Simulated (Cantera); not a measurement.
Feed: 1 mol Si3H8, 4.3 mol HCl, 74 mol H2, equilibrated at 1223 K and 180 Pa.

Method: chemical equilibrium by Gibbs-energy minimisation in Cantera with the NASA 1993 tables (ideal gas, pure condensed phases). The feed counts by its element totals alone. The tables' values for SiCl3 are old estimates; treat these amounts as uncertain. Kinetics and transport are ignored.

| species | before | after |
|---|---|---|
| H2 | 0.953 | 0.761 |
| HCl | 0.0422 | 0.145 |
| SiCl2 | 0.00455 | 0.0671 |
| SiCl4 | 6.23e-5 | 0.0136 |
| SiCl3 | 0.000188 | 0.0107 |
| SiHCl3 | 4.34e-5 | 0.00220 |
| SiH2Cl2 | 4.03e-6 | 4.75e-5 |
| Si(s), mol | 2.60 | 1.92 |
Gas species are given as mole fractions.

**Question.** What was changed between the two runs?
(A) HCl from 4.3 to 0.052 mol
(B) H2 from 74 to 260 mol
(C) H2 from 74 to 3.5 mol
(D) temperature from 1223 K to 1598.15 K

**Answer.** C, H2 from 74 to 3.5 mol
